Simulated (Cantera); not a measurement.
Cantera with NASA thermochemical tables; ideal gases at 1 bar, condensed phases pure. Values are per mole of reaction as written; species without (g) are pure solids or liquids, kept so even where they would boil at 1 bar.

### Question
Between 1375 and 1575 K, where is each reaction favourable under standard conditions?
- Nb + 2 NO(g) → NbO2(g) + 2 N(g)
- NO2(g) + Nb → NbO2(g) + N(g)

### Answer
- Nb + 2 NO(g) → NbO2(g) + 2 N(g): ΔG° is 392 kJ at 1375 K and 367 kJ at 1575 K; it stays positive (K < 1). ΔH° is 565 kJ and ΔS° 126 J/K at 1575 K.
- NO2(g) + Nb → NbO2(g) + N(g): ΔG° is 32 kJ at 1375 K and 3 kJ at 1575 K; it stays positive (K < 1). ΔH° is 234 kJ and ΔS° 147 J/K at 1575 K.
